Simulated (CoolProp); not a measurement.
R114 along the isotherm 440.8 K: fugacity coefficient from the reference equation and from simpler models built on Tc = 420.6 K, pc = 3.352 MPa, ω = 0.252; each cubic takes its own stable root.

Model: reference Helmholtz-energy equation of state, Platzer 1990, in CoolProp. This equation is an older, rougher fit; its heat capacities, sound speeds and derivatives of the liquid may be far off and weren't checked against measurements.

| p (MPa) | phase | reference |
|---|---|---|
| 1.4 | gas | 0.8813 |
| 2.8 | gas | 0.7650 |
| 4.2 | supercritical | 0.6466 |
| 5.6 | supercritical | 0.5356 |
| 7 | supercritical | 0.4621 |
| 8.4 | supercritical | 0.4127 |
| 9.8 | supercritical | 0.3778 |
| 11.2 | supercritical | 0.3523 |
| 12.6 | supercritical | 0.3331 |
| 14 | supercritical | 0.3185 |
| 15.4 | supercritical | 0.3073 |
| 16.8 | supercritical | 0.2986 |
| 18.2 | supercritical | 0.2919 |
| 19.6 | supercritical | 0.2869 |
| 21 | supercritical | 0.2833 |

Q: How far does each simpler model (van der Waals, Peng-Robinson) lie from the reference over these 15 states: mean and median of the absolute difference, and the worst?

A: 
- van der Waals: mean 10.9 %, median 10.4 %, worst +23.8 % at 440.8 K and 21 MPa
- Peng-Robinson: mean 3.0 %, median 2.8 %, worst -5.1 % at 440.8 K and 21 MPa
